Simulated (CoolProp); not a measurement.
Vapour pressure (MPa) of methanol: the reference equation beside estimates from Tc = 240.2 °C, pc = 8.216 MPa, ω = 0.565.

The numbers come from the reference Helmholtz-energy equation of state, de Reuck 1993 in CoolProp.

| T (°C) | reference | Lee-Kesler | van der Waals | Redlich-Kwong | Soave-Redlich-Kwong | Peng-Robinson |
|---|---|---|---|---|---|---|
| 117.85 | 0.6031 | 0.6145 | 2.499 | 1.409 | 0.6175 | 0.6178 |
| 127.95 | 0.7970 | 0.8139 | 2.821 | 1.703 | 0.8197 | 0.8173 |
| 138.15 | 1.040 | 1.063 | 3.171 | 2.042 | 1.073 | 1.067 |
| 148.25 | 1.336 | 1.363 | 3.544 | 2.419 | 1.380 | 1.369 |
| 158.45 | 1.698 | 1.728 | 3.947 | 2.846 | 1.754 | 1.737 |
| 168.65 | 2.134 | 2.164 | 4.377 | 3.322 | 2.201 | 2.179 |
| 178.75 | 2.646 | 2.675 | 4.832 | 3.843 | 2.725 | 2.697 |
| 188.95 | 3.255 | 3.281 | 5.319 | 4.423 | 3.345 | 3.311 |
| 199.05 | 3.956 | 3.982 | 5.829 | 5.051 | 4.059 | 4.021 |
| 209.25 | 4.775 | 4.806 | 6.375 | 5.742 | 4.891 | 4.852 |
| 219.45 | 5.732 | 5.764 | 6.950 | 6.493 | 5.845 | 5.811 |
| 229.55 | 6.839 | 6.863 | 7.549 | 7.298 | 6.922 | 6.899 |

Absolute difference from the reference over all 12 rows, mean and median: Lee-Kesler 1.3 and 1.3 %, van der Waals 119.5 and 93.9 %, Redlich-Kwong 58.1 and 50.5 %, Soave-Redlich-Kwong 2.7 and 2.8 %, Peng-Robinson 2.0 and 2.0 %.
